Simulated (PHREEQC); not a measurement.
Consider water at 45 °C with 0.28 mol/kgw Na2CO3 and 0.2 mol/kgw NaCl. Closed to the air; pH follows from the charge balance.

Equilibrium calculation in PHREEQC: Pitzer model, pitzer.dat.

| quantity | before | after |
|---|---|---|
| pH | 11.08 | 10.33 |
| ionic strength (mol/kgw) | 1.03 | 0.00944 |
| HCO3- (mol/kgw) | 0.00754 | 0.000959 |
| CO2 (mol/kgw) | 5.61e-8 | 8.03e-8 |

Question: Name the change that produced these shifts.
(A) diluted 100-fold with water
(B) NaCl left out
(C) Na2CO3 from 0.28 to 0.308 mol/kgw
(D) diluted 5-fold with water

Answer: A, diluted 100-fold with water

Precipitation was switched off in this run. In brines, pH and single-ion activities rest on the MacInnes convention. Away from 25 °C the constants follow the database's enthalpies or fits; those with neither stay at their 25 °C values.
